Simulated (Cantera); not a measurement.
# Premixed flame

A freely propagating, adiabatic, planar premixed flame of 38.7 % H₂, 12.9 % O₂, 48.4 % N₂, equivalence ratio 1.5, unburnt at 350 K and 270 Torr; mixture-averaged transport, grid criteria slope 0.08 and curve 0.16, no radiation.

Detailed kinetics in Cantera: the H2/O2 subset of GRI-Mech 3.0, which has no nitrogen chemistry. Burning velocities carry a grid error of a few per cent, more on coarse grids.

| z (mm) | T (K) | u (m/s) | x H₂ | x O₂ | x H₂O | x O | x HO₂ | x OH |
|---|---|---|---|---|---|---|---|---|
| -4.16 | 350 | 3.50 | 0.387 | 0.129 | <1e-8 | <1e-8 | <1e-8 | <1e-8 |
| -2.77 | 350 | 3.50 | 0.387 | 0.129 | <1e-8 | <1e-8 | <1e-8 | <1e-8 |
| -2.08 | 350 | 3.50 | 0.387 | 0.129 | <1e-8 | <1e-8 | <1e-8 | <1e-8 |
| -1.39 | 350 | 3.50 | 0.387 | 0.129 | <1e-8 | <1e-8 | <1e-8 | <1e-8 |
| -0.693 | 357 | 3.56 | 0.385 | 0.129 | 8.89e-5 | 8.13e-7 | 5.66e-5 | 7.11e-6 |
| -0.347 | 617 | 6.00 | 0.352 | 0.124 | 0.0185 | 0.000157 | 0.000129 | 0.000929 |
| 0 | 1081 | 10.2 | 0.241 | 0.0867 | 0.104 | 0.00368 | 3.83e-5 | 0.00196 |
| 0.347 | 1380 | 12.9 | 0.136 | 0.0250 | 0.219 | 0.00656 | 1.02e-5 | 0.00521 |
| 0.693 | 1507 | 14.0 | 0.112 | 0.00825 | 0.251 | 0.00544 | 3.13e-6 | 0.00666 |
| 1.39 | 1633 | 15.0 | 0.114 | 0.00485 | 0.260 | 0.00465 | 1.65e-6 | 0.00794 |
| 2.77 | 1768 | 16.1 | 0.121 | 0.00361 | 0.265 | 0.00371 | 1.11e-6 | 0.00875 |
| 5.55 | 1903 | 17.1 | 0.127 | 0.00241 | 0.271 | 0.00258 | 7.03e-7 | 0.00875 |
| 11.1 | 2026 | 18.1 | 0.132 | 0.00139 | 0.278 | 0.00153 | 4.12e-7 | 0.00781 |
x: mole fraction of selected species; z is measured from the peak of heat release.

```
Quantity                     Value
------------------------  --------
laminar burning velocity  350 cm/s
thermal thickness          1.39 mm
peak x(O)                  0.00667
peak x(HO₂)               0.000248
peak x(OH)                 0.00888
grid points                    129
```
